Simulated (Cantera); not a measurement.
An isothermal, constant-pressure homogeneous reactor starts with 3.23 % C2H6, 96.8 % N2, at 1573 K and 160000 Pa.

Cantera simulation using GRI-Mech 3.0 (53 species, 325 reactions); the numbers are that mechanism's predictions, not measurements. GRI-Mech 3.0 stops at C3 and has no aromatics, soot or wall deposition, so with more carbon than oxygen in the feed, carbon stays in small species such as C2H2 where larger ones or solid carbon would form.

One state of this run: x C2H6 = 4.23e-6; x CH4 = 0.00863; x HCN = 4.32e-7; x C2H4 = 0.00189; x H2 = 0.0464. x: mole fraction; the columns are a selection and need not sum to one.

Problem. Which value of t (s) does it belong to?
A) 0.000363
B) 0.00750
C) 8.00e-5
D) 300

Solution. B, 0.00750
